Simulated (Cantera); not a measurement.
Cantera run, input and output.

```python
import numpy as np
import cantera as ct

gas = ct.Solution("gri30.yaml")
gas.TPX = 400, 160000, {'CH4': 1, 'CO': 0.031, 'O2': 2.12, 'N2': 7.98}
inlet = ct.Reservoir(gas, clone=True)
gas.equilibrate("HP")  # start burning
reactor = ct.IdealGasConstPressureReactor(gas, energy="on", clone=False)
exhaust = ct.Reservoir(gas, clone=True)
tau = [0.056, 0.024, 0.01, 0.0043, 0.0018, 0.00079, 0.00034, 0.00014, 6.1e-05][0]
for a, b in ((inlet, reactor), (reactor, exhaust)):
    ct.MassFlowController(a, b, mdot=lambda t: reactor.mass / tau)
net = ct.ReactorNet([reactor])
show = ['CH4', 'CO', 'O2', 'C2H', 'OH']

rows = []
print(f"{'tau/s':>10s}{'T/K':>9s}" + "".join(f"{s:>11s}" for s in show))
for tau in [0.056, 0.024, 0.01, 0.0043, 0.0018, 0.00079, 0.00034, 0.00014, 6.1e-05]:
    net.initial_time = 0.0
    net.advance(30 * tau)
    before = gas.X
    net.advance(40 * tau)
    drift = np.max(np.abs(gas.X - before) / (gas.X + 1e-9))
    rows.append([gas.T, *gas[show].X, drift])
    print(f"{tau:10.3e}{gas.T:9.1f}" + "".join(f"{x:11.3e}" for x in gas[show].X))
```

It prints:

```
     tau/s      T/K        CH4         CO         O2        C2H         OH
 5.600e-02   2244.4  3.948e-06  6.653e-03  1.227e-02  3.781e-12  3.886e-03
 2.400e-02   2232.5  8.059e-06  7.708e-03  1.310e-02  1.398e-11  4.245e-03
 1.000e-02   2210.2  1.585e-05  9.564e-03  1.436e-02  4.359e-11  4.833e-03
 4.300e-03   2176.8  2.921e-05  1.216e-02  1.608e-02  1.083e-10  5.596e-03
 1.800e-03   2129.9  5.454e-05  1.555e-02  1.836e-02  2.474e-10  6.485e-03
 7.900e-04   2074.5  1.010e-04  1.926e-02  2.100e-02  5.268e-10  7.264e-03
 3.400e-04   2007.4  2.004e-04  2.357e-02  2.425e-02  1.201e-09  7.795e-03
 1.400e-04   1925.5  4.609e-04  2.932e-02  2.889e-02  3.283e-09  7.755e-03
 6.100e-05   1826.0  1.312e-03  3.861e-02  3.711e-02  1.131e-08  6.395e-03
```

Detailed kinetics in Cantera: GRI-Mech 3.0 (53 species, 325 reactions).
